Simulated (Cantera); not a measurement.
A Cantera script and what it prints.

```python
import numpy as np
import cantera as ct

gas_names = [...]  # 92 gases of nasa_gas.yaml made of C, H, N
cond_names = """
    C(gr) C6H6(L) C7H8(L) C8H18(L),n-octa
""".split()


# ... load() reads the species with a 1 bar reference pressure and builds the phases ...
atoms = {
    'C2H4': {'C': 2, 'H': 4},
    'H2': {'H': 2},
    'N2': {'N': 2},
}
top_T = {'C(gr)': 4500}  # K; cautious upper limits of use, not melting points


# ... equilibrate(T, P, feed) seeds the gas with the atoms and calls Mixture.equilibrate('TP', solver="vcs", rtol=1e-11, max_steps=5000) ...
results = []
feed = {'C2H4': 1, 'H2': 0.35, 'N2': 0.99}  # mol
P = 39  # Pa
for T in [1300, 1375, 1450, 1525, 1600, 1675, 1750, 1825, 1900, 1975]:
    mix = equilibrate(T, P, feed)
    results.append((T, P, feed, dict(zip(mix.species_names, mix.species_moles))))
    x = sorted(zip(gas.X, gas.species_names), reverse=True)
    print(f"T = {T:g} K  P = {P:g} Pa  gas = {mix.phase_moles(0):.4g} mol")
    print("   x: " + "  ".join(f"{s} {v:.3e}" for v, s in x if v > 1e-06))
    print("   condensed (mol): " + ("  ".join(f"{mix.phase(i).name} {mix.phase_moles(i):.4g}"
          for i in range(1, mix.n_phases) if mix.phase_moles(i) > 1e-12) or "none"))
```

Output:

```
T = 1300 K  P = 39 Pa  gas = 3.34 mol
   x: H2 7.035e-01  N2 2.964e-01  HCN 9.453e-05  H 4.699e-05  CH4 1.518e-06
   condensed (mol): C(gr) 2
T = 1375 K  P = 39 Pa  gas = 3.34 mol
   x: H2 7.034e-01  N2 2.963e-01  HCN 1.843e-04  H 1.455e-04  HNC 1.998e-06  C2H2,acetylene 1.251e-06
   condensed (mol): C(gr) 1.999
T = 1450 K  P = 39 Pa  gas = 3.341 mol
   x: H2 7.031e-01  N2 2.962e-01  H 4.016e-04  HCN 3.349e-04  HNC 4.780e-06  C2H2,acetylene 3.428e-06
   condensed (mol): C(gr) 1.999
T = 1525 K  P = 39 Pa  gas = 3.342 mol
   x: H2 7.024e-01  N2 2.960e-01  H 1.004e-03  HCN 5.733e-04  HNC 1.048e-05  C2H2,acetylene 8.493e-06
   condensed (mol): C(gr) 1.998
T = 1600 K  P = 39 Pa  gas = 3.344 mol
   x: H2 7.011e-01  N2 2.956e-01  H 2.305e-03  HCN 9.318e-04  HNC 2.132e-05  C2H2,acetylene 1.928e-05
   condensed (mol): C(gr) 1.997
T = 1675 K  P = 39 Pa  gas = 3.348 mol
   x: H2 6.986e-01  N2 2.949e-01  H 4.914e-03  HCN 1.447e-03  HNC 4.060e-05  C2H2,acetylene 4.057e-05
   condensed (mol): C(gr) 1.995
T = 1750 K  P = 39 Pa  gas = 3.356 mol
   x: H2 6.940e-01  N2 2.938e-01  H 9.811e-03  HCN 2.158e-03  C2H2,acetylene 7.975e-05  HNC 7.294e-05
   condensed (mol): C(gr) 1.992
T = 1825 K  P = 39 Pa  gas = 3.371 mol
   x: H2 6.861e-01  N2 2.921e-01  H 1.847e-02  HCN 3.099e-03  C2H2,acetylene 1.474e-04  HNC 1.243e-04  CN 1.261e-06
   condensed (mol): C(gr) 1.988
T = 1900 K  P = 39 Pa  gas = 3.396 mol
   x: H2 6.730e-01  N2 2.893e-01  H 3.297e-02  HCN 4.298e-03  C2H2,acetylene 2.570e-04  HNC 2.017e-04  CN 3.889e-06
   condensed (mol): C(gr) 1.983
T = 1975 K  P = 39 Pa  gas = 3.436 mol
   x: H2 6.525e-01  N2 2.851e-01  H 5.597e-02  HCN 5.756e-03  C2H2,acetylene 4.237e-04  HNC 3.124e-04  CN 1.097e-05
   condensed (mol): C(gr) 1.976
```

Cantera equilibrium calculation (NASA polynomials, part measured and part estimated; ideal gas, pure solids and liquids).
